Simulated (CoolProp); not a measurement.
A single-stage vapour-compression cycle with R114: evaporating at 301.15 K (dew point), condensing at 351.15 K (bubble point), superheat 10 K, subcooling 2 K, compressor efficiency 0.65, no pressure losses. Each further row changes one setting.

Model: reference Helmholtz-energy equation of state, Platzer 1990, in CoolProp. This equation is an older, rougher fit; its heat capacities, sound speeds and derivatives of the liquid may be far off and weren't checked against measurements.

```
case                              cooling COP  pressure ratio  discharge temperature (K)  refrigerating effect (kJ/kg)  volumetric capacity (kJ/m³)
--------------------------------  -----------  --------------  -------------------------  ----------------------------  ---------------------------
as stated                                2.94            3.77                      359.9                          84.0                         1400
evaporating temperature 306.15 K         3.43            3.23                      359.8                          87.1                         1680
condensing temperature 346.15 K          3.41            3.36                      355.4                          89.5                         1490
subcooling 7 K                           3.13            3.77                      359.9                          89.5                         1490
superheat 20 K                           3.05            3.77                      370.2                          91.3                         1470
compressor efficiency 0.55               2.48            3.77                      366.1                          84.0                         1400
```
